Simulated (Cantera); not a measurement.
Charge: 1 mol SiH4, 1.3 mol N2, 0.54 mol NH3, equilibrated at 0.0100 bar.

These are equilibrium values from Cantera (NASA tables, ideal gas, pure condensed phases), not measurements of a reactor. Candidate condensed phases: Si, Si3N4; 18 gas species. Gases not in the tables: Si2H6 and higher silanes. Rates play no part.

Problem. Which condensed phases are stable at each of these points (T (K)): 798, 998, 1198, 1398, 1598, 1798, 1998?

Solution. 
```
T (K)  condensed phases  Si condensed (%)
-----  ----------------  ----------------
798            Si3N4(s)             100.0
998            Si3N4(s)             100.0
1198           Si3N4(s)             100.0
1398           Si3N4(s)             100.0
1598           Si3N4(s)             100.0
1798              Si(l)              99.8
1998              Si(l)              97.8
```

From 798 K to 1598 K the condensed part is Si3N4(s). From 1798 K to 1998 K the condensed part is Si(l).
